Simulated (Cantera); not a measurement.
Input: 1 mol Si, 0.035 mol CO2, 5.2 mol H2, 0.0037 mol H2O, equilibrated at 16.0 Pa.

These are equilibrium values from Cantera (NASA tables, ideal gas, pure condensed phases), not measurements of a reactor. Candidate condensed phases: C, C6H6, C7H8, C8H18, H2O, Si, SiC, SiO2; 123 gas species. Mutual solubility and eutectic melting of coexisting phases are not modelled. Rates play no part. All values below are at 1227 °C.

Base state: H2 0.985, SiO 0.0136, H 0.00138, CO 0.000368, Si 6.58e-5 (mole fractions); condensed: Si(s) + SiC(s).

What changes in the equilibrium state with this change: H2O from 0.0037 to 0.05 mol?


| species | before | after |
|---|---|---|
| H2 | 0.985 | 0.976 |
| SiO | 0.0136 | 0.0217 |
| H | 0.00138 | 0.00137 |
| CO | 0.000368 | 0.000589 |
| Si | 6.58e-5 | 6.58e-5 |
| Si(s), mol | 0.895 | 0.851 |
| SiC(s), mol | 0.0331 | 0.0318 |
